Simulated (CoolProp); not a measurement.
Properties of dodecamethylcyclohexasiloxane (D6) along the isobar 1010 kPa (Tc = 645.8 K, pc = 961.4 kPa, ω = 0.736).

The numbers come from the reference Helmholtz-energy equation of state, Colonna 2008 in CoolProp. It is a short technical equation, of lower accuracy than the large ones.

```csv
T (K),phase,density (kg/m³),cp (kJ/(kg K)),speed of sound (m/s),expansivity (1/kK),fugacity coefficient
323.7,liquid,942.9,1.620,631.7,1.154,3.479e-5
339.3,liquid,925.9,1.650,607.3,1.179,…
354.9,liquid,908.9,1.681,583.4,1.207,0.0002903
370.5,liquid,891.7,1.712,559.6,1.239,0.0007043
386.1,liquid,874.4,1.744,536.1,1.275,0.001553
401.7,liquid,856.9,…,512.7,1.316,0.003154
417.3,liquid,…,1.809,489.4,1.362,0.005959
432.9,liquid,821.2,1.841,466.1,1.416,0.01057
448.5,liquid,802.9,1.873,442.7,1.478,0.01772
464.1,liquid,784.2,1.905,419.1,1.551,…
479.7,liquid,764.9,1.937,395.2,1.638,0.04318
495.3,liquid,745.0,…,370.9,1.743,0.06339
510.9,liquid,724.3,2.002,346.1,1.871,0.08982
526.5,liquid,702.7,2.035,320.6,2.032,0.1232
542.1,liquid,679.7,2.070,294.4,…,0.1643
557.7,liquid,655.0,2.108,267.1,2.512,…
```

**Question.** Some entries are withheld; supply them.

**Answer.** 
- 339.3, fugacity coefficient: 0.0001072
- 401.7, cp (kJ/(kg K)): 1.777
- 417.3, density (kg/m³): 839.2
- 464.1, fugacity coefficient: 0.02828
- 495.3, cp (kJ/(kg K)): 1.969
- 542.1, expansivity (1/kK): 2.238
- 557.7, fugacity coefficient: 0.2131
